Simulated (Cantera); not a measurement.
**Reactions in the system B-F-N-O**

Standard-state values (1 bar) from the NASA 1993 polynomials, evaluated with Cantera. Values are per mole of reaction as written; species without (g) are pure solids or liquids, kept so even where they would boil at 1 bar.

2 BN + 5 NO2(g) + BF3(g) ⇌ 7 NO(g) + B3O3F3(g)

```
T (K)  ΔH° (kJ)  ΔS° (J/K)  ΔG° (kJ)  log10 K
-----  --------  ---------  --------  -------
1725     -255.5      352.1    -862.9    26.13
1750     -255.8      351.9    -871.7    26.02
1775     -256.1      351.8    -880.5    25.91
1800     -256.3      351.6    -889.2    25.80
1825     -256.6      351.5    -898.0    25.70
1850     -256.9      351.3    -906.8    25.60
1875     -257.2      351.2    -915.6    25.51
1900     -257.5      351.0    -924.4    25.41
1925     -257.8      350.9    -933.1    25.32
1950     -258.0      350.7    -941.9    25.23
```
